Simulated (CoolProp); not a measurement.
A Linde-Hampson liquefier for oxygen: isothermal reversible compression at 290 K from 1 atm to 20 MPa, throttling to 1 atm, return gas leaving the recuperator 2 K below the feed. Each further row changes one setting.

Model: reference Helmholtz-energy equation of state, Schmidt 1985, in CoolProp.

```tsv
case	liquid yield per pass	compression work (kJ/kg of gas)
as stated	0.112	390
high pressure 40 MPa	?	?
warm-end temperature 320 K	?	?
warm-end gap 7 K	0.101	390
```

Question: Complete the blanks.

Answer: 
- high pressure 40 MPa, liquid yield per pass: 0.166
- high pressure 40 MPa, compression work (kJ/kg of gas): 441
- warm-end temperature 320 K, liquid yield per pass: 0.083
- warm-end temperature 320 K, compression work (kJ/kg of gas): 435

Above 300 K oxygen's equation is extrapolated.
